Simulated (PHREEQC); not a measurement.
A solution holds 0.053 mol LiCl per kg of water, at 25 °C. Closed to the air; pH follows from the charge balance.

Equilibrium calculation in PHREEQC: ion-association model, phreeqc.dat.

No solid was allowed to form.

Q: What specific conductance does the model give?

A: specific conductance 5280 µS/cm.

Species that the database lacks are ignored.
